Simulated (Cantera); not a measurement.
Cantera run, input and output.

```python
import numpy as np
import cantera as ct

gas = ct.Solution("gri30.yaml")
gas.TPX = 473, 29000, {'CH4': 0.77, 'O2': 2, 'N2': 5.6, 'CO2': 0.38}
flame = ct.FreeFlame(gas, width=0.095)
flame.set_refine_criteria(ratio=3, slope=0.08, curve=0.16)
flame.transport_model = "mixture-averaged"
flame.solve(loglevel=0, auto=True)
z, T = flame.grid, flame.T
thick = (T[-1] - T[0]) / np.gradient(T, z).max()
show = ['CH4', 'O2', 'CO2', 'OH', 'H2O2', 'CO']
print(f"laminar burning velocity  {flame.velocity[0] * 100:.3f} cm/s")
print(f"burnt temperature         {T[-1]:.1f} K")
print(f"thermal thickness         {thick * 1e3:.4f} mm")
print(f"grid points               {len(z)}")
z0 = z[flame.heat_release_rate.argmax()]
print(f"{'z/mm':>9s}{'T/K':>9s}{'u/(m/s)':>9s}" + "".join(f"{s:>11s}" for s in show))
rows = []
for k in (-3, -2, -1.5, -1, -0.5, -0.25, 0, 0.25, 0.5, 1, 2, 4, 8):
    zz = z0 + k * thick
    rows.append([k * thick, np.interp(zz, z, T), np.interp(zz, z, flame.velocity),
                 *(np.interp(zz, z, flame.X[gas.species_index(s)]) for s in show)])
    print(f"{rows[-1][0] * 1e3:9.3f}{rows[-1][1]:9.1f}{rows[-1][2]:9.3f}" + "".join(f"{x:11.3e}" for x in rows[-1][3:]))
```

Result:

```
laminar burning velocity  108.730 cm/s
burnt temperature         2203.9 K
thermal thickness         1.0089 mm
grid points               156
     z/mm      T/K  u/(m/s)        CH4         O2        CO2         OH       H2O2         CO
   -3.027    473.1    1.088  8.795e-02  2.285e-01  4.341e-02  1.394e-11  5.337e-09  9.519e-07
   -2.018    473.7    1.091  8.780e-02  2.282e-01  4.337e-02  1.763e-09  7.981e-08  1.433e-05
   -1.513    477.1    1.100  8.741e-02  2.276e-01  4.330e-02  4.557e-08  4.544e-07  8.495e-05
   -1.009    512.3    1.186  8.482e-02  2.246e-01  4.321e-02  3.071e-06  3.524e-06  9.468e-04
   -0.504    848.2    1.990  6.353e-02  1.971e-01  4.520e-02  7.847e-05  7.568e-06  1.232e-02
   -0.252   1243.0    2.949  3.591e-02  1.573e-01  5.085e-02  5.902e-04  6.098e-06  3.019e-02
    0.000   1617.8    3.871  9.373e-03  1.099e-01  6.152e-02  3.358e-03  1.192e-06  4.832e-02
    0.252   1767.1    4.234  9.023e-04  8.217e-02  7.393e-02  7.650e-03  3.003e-07  4.847e-02
    0.504   1804.2    4.313  4.736e-05  7.216e-02  8.392e-02  9.747e-03  2.258e-07  4.087e-02
    1.009   1842.8    4.383  1.753e-07  6.656e-02  9.507e-02  1.086e-02  2.008e-07  3.112e-02
    2.018   1895.7    4.486  2.207e-11  6.359e-02  1.022e-01  1.126e-02  1.624e-07  2.490e-02
    4.036   1964.0    4.626  2.905e-17  6.149e-02  1.064e-01  1.109e-02  1.212e-07  2.145e-02
    8.071   2042.3    4.785  1.199e-18  5.922e-02  1.110e-01  1.033e-02  8.770e-08  1.750e-02
```

Model: GRI-Mech 3.0 (53 species, 325 reactions), integrated in Cantera. Burning velocities carry a grid error of a few per cent, more on coarse grids.
